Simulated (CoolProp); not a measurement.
Computed with CoolProp (reference Helmholtz-energy equation of state, Thol 2017).

**Question.** For octamethyltrisiloxane (MDM), give the phase and the density (kg/m³), isothermal compressibility (1/MPa), fugacity coefficient at 92.75 °C and 4.7 MPa; -49.35 °C and 0.0288 MPa.

**Answer.** 
- 92.75 °C and 4.7 MPa: liquid; density 756, isothermal compressibility 0.00284, fugacity coefficient 0.00516
- -49.35 °C and 0.0288 MPa: liquid; density 888, isothermal compressibility 0.000989, fugacity coefficient 1.59e-5
